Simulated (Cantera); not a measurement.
Charge: 1 mol SiO₂, 0.6 mol F₂, 38 mol H₂, held at 1025 K and 10.0 mbar.

Equilibrium computed with Cantera from the NASA thermochemical tables; the gas is ideal and each condensed phase is pure. Equilibrium is a limit: real reactors are often held back by kinetics, nucleation or transport.

```
species               before    after
-------------------  -------  -------
H₂                     0.970    0.913
HF                    0.0252   0.0302
SiO                    <1e-9   0.0252
H₂O                  0.00299   0.0252
H                    4.29e-8  0.00617
SiF₄                 0.00149  1.00e-7
OH                     <1e-9  1.32e-5
SiO₂(β-quartz), mol    0.942        0
```
Gas species are given as mole fractions.

Which change was made?
(A) temperature from 1025 K to 1473 K
(B) H₂ from 38 to 0.3 mol
(C) temperature from 1025 K to 775 K
(D) temperature from 1025 K to 1873 K

D, temperature from 1025 K to 1873 K
